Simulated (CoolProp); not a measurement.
Vapour-liquid equilibrium of R13 (1) + propylene (2) at 0.0664 MPa; x and y are mole fractions of (1).

Values from CoolProp's multi-fluid Helmholtz-energy mixture model, Platzer 1990 and Lemmon 2013; pair parameters Bell 2016. This equation is an older, rougher fit; its heat capacities, sound speeds and derivatives of the liquid may be far off and weren't checked against measurements.

### Question
Give the bubble temperature and the first vapour's composition at x = 0.2, 0.65, 0.875. Is there an azeotrope?

### Answer
x = 0.2: 197.4 K, y = 0.709; x = 0.65: 187.8 K, y = 0.901; x = 0.875: 185.5 K, y = 0.956. No azeotrope shows between x = 0.05 and 0.95.

The pair parameters rest on a limited set of measurements; away from them the model extrapolates.
